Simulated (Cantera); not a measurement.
**SiH₄ + O₂ + H₂ (silicon oxide and oxynitride deposition)**

Input: 1 mol SiH₄, 1.9 mol O₂, 0.41 mol H₂, equilibrated at 26.0 mbar.

Method: chemical equilibrium by Gibbs-energy minimisation in Cantera with the NASA 1993 tables (ideal gas, pure condensed phases). Candidate condensed phases: H₂O, Si, SiO₂; 18 gas species. The tables hold silica as quartz up to 1696 K and as liquid above; real silica turns to tridymite and cristobalite and melts near 1996 K. Gases not in the tables: Si(OH)₄. Rates play no part.

| T (°C) | x H₂O | x H₂ | x H | x OH | x SiO | x O₂ | x O | n SiO₂(β-quartz) | n SiO₂(condensed) |
|---|---|---|---|---|---|---|---|---|---|
| 577 | 0.747 | 0.253 | 6.39e-11 | <1e-12 | <1e-12 | <1e-12 | <1e-12 | 1.00 | 0 |
| 677 | 0.747 | 0.253 | 1.74e-9 | 7.55e-12 | <1e-12 | <1e-12 | <1e-12 | 1.00 | 0 |
| 777 | 0.747 | 0.253 | 2.53e-8 | 2.39e-10 | <1e-12 | <1e-12 | <1e-12 | 1.00 | 0 |
| 877 | 0.747 | 0.253 | 2.33e-7 | 4.15e-9 | <1e-12 | <1e-12 | <1e-12 | 1.00 | 0 |
| 977 | 0.747 | 0.253 | 1.51e-6 | 4.59e-8 | 3.64e-12 | <1e-12 | <1e-12 | 1.00 | 0 |
| 1077 | 0.747 | 0.253 | 7.44e-6 | 3.56e-7 | 1.77e-10 | 1.40e-11 | 9.77e-12 | 1.00 | 0 |
| 1177 | 0.747 | 0.253 | 2.95e-5 | 2.09e-6 | 5.00e-9 | 3.01e-10 | 2.16e-10 | 1.00 | 0 |
| 1277 | 0.747 | 0.253 | 9.83e-5 | 9.75e-6 | 9.04e-8 | 4.38e-9 | 3.21e-9 | 1.00 | 0 |
| 1377 | 0.747 | 0.253 | 0.000283 | 3.78e-5 | 1.14e-6 | 4.62e-8 | 3.45e-8 | 1.000 | 0 |
| 1477 | 0.746 | 0.253 | 0.000725 | 0.000126 | 1.05e-5 | 3.74e-7 | 2.84e-7 | 0 | 1.000 |
| 1577 | 0.746 | 0.252 | 0.00168 | 0.000367 | 7.36e-5 | 2.42e-6 | 1.86e-6 | 0 | 1.000 |
| 1677 | 0.744 | 0.251 | 0.00356 | 0.000960 | 0.000418 | 1.30e-5 | 1.01e-5 | 0 | 0.999 |
x: gas mole fraction; n: condensed amount in mol.

From 577 °C to 1377 °C the condensed part is SiO₂(β-quartz). From 1477 °C to 1677 °C the condensed part is SiO₂(condensed).
